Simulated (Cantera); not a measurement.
A closed system holds: 1 mol PbO, 0.38 mol H2, at 38.0 Pa.

Method: chemical equilibrium by Gibbs-energy minimisation in Cantera with the NASA 1993 tables (ideal gas, pure condensed phases). Candidate condensed phases: H2O, Pb, PbO, PbO2, Pb3O4; 12 gas species. Mutual solubility and eutectic melting of coexisting phases are not modelled. The numbers say what is thermodynamically allowed, not how fast it happens. All values below are at 1025 K.

Base state: H2O 0.925, Pb 0.0732, PbO 0.00180, H2 0.000149 (mole fractions); condensed: Pb(l) + PbO(yellow).

### Question
What changes in the equilibrium state with this change: PbO replaced by Pb?

### Answer
```csv
species,before,after
H2,0.000149,0.927
Pb,0.0732,0.0732
H2O,0.925,0
PbO,0.00180,0
"Pb(l), mol",0.350,0.970
"PbO(yellow), mol",0.619,0
```
